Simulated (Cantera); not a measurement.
Feed: 1 mol Si, 0.026 mol CO2, 83 mol CO, held at 1050 °C and 0.100 bar.

Method: chemical equilibrium by Gibbs-energy minimisation in Cantera with the NASA 1993 tables (ideal gas, pure condensed phases). Candidate condensed phases: C, Si, SiC, SiO2; 20 gas species. The tables hold silica as quartz up to 1696 K and as liquid above; real silica turns to tridymite and cristobalite and melts near 1996 K. The numbers say what is thermodynamically allowed, not how fast it happens.

Base state: CO 1.000, CO2 0.000395 (mole fractions); condensed: C(graphite) + SiO2(β-quartz).

### Question
What changes in the equilibrium state with this change: Si replaced by Pb?

### Answer
```json
[
 {"species": "CO", "before": "1.000", "after": "0.988"},
 {"species": "Pb", "before": "0", "after": "0.0119"},
 {"species": "CO2", "before": "0.000395", "after": "0.000385"},
 {"species": "C(graphite), mol", "before": "2.01", "after": "0"},
 {"species": "SiO2(β-quartz), mol", "before": "1.000", "after": "0"}
]
```
Further candidate phases: Pb, PbO, PbO2, Pb3O4.
